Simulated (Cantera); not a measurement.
**Adiabatic ignition**

An adiabatic, constant-pressure homogeneous reactor starts with 0.787 % C₃H₈, 20.9 % O₂, 78.3 % N₂, at 1550 K and 1.01 bar.

Computed with Cantera and GRI-Mech 3.0 (53 species, 325 reactions). GRI-Mech 3.0 was tuned for natural gas; its chemistry of propane as a main component is partial and can be far from experiment.

```
t (s)     T (K)   x C₃H₈   x O₂      x H₂   x C₂H₂     x NO₂
--------  -----  -------  -----  --------  -------  --------
7.00e-6    1547  0.00737  0.208   7.46e-5  2.42e-7    <1e-12
2.49e-5    1552  0.00447  0.205  0.000934  2.36e-5  1.98e-12
8.84e-5    1790   <1e-12  0.168  0.000612   <1e-12  7.62e-10
0.000314   1907   <1e-12  0.165  0.000412   <1e-12   9.01e-9
0.00112    1967   <1e-12  0.167   8.23e-5   <1e-12   2.84e-8
0.00397    1980   <1e-12  0.168   2.09e-5   <1e-12   4.14e-8
0.0141     1980   <1e-12  0.168   1.86e-5   <1e-12   6.24e-8
0.0501     1980   <1e-12  0.168   1.86e-5   <1e-12   1.36e-7
0.178      1980   <1e-12  0.167   1.85e-5   <1e-12   3.93e-7
0.633      1978   <1e-12  0.167   1.84e-5   <1e-12   1.28e-6
2.25       1974   <1e-12  0.166   1.79e-5   <1e-12   3.98e-6
8.00       1968   <1e-12  0.165   1.70e-5   <1e-12   8.60e-6
```
x: mole fraction; the columns are a selection and need not sum to one.

| Property | Value |
|---|---|
| time of steepest temperature rise | 46.3 µs |
| temperature at 8.00 s | 1968 K |
| equilibrium temperature | 1966 K |
| x(C₃H₈) at 8.00 s | <1e-12 (gas-phase equilibrium <1e-12) |
| x(O₂) at 8.00 s | 0.165 (gas-phase equilibrium 0.165) |
| x(H₂) at 8.00 s | 1.70e-5 (gas-phase equilibrium 1.68e-5) |
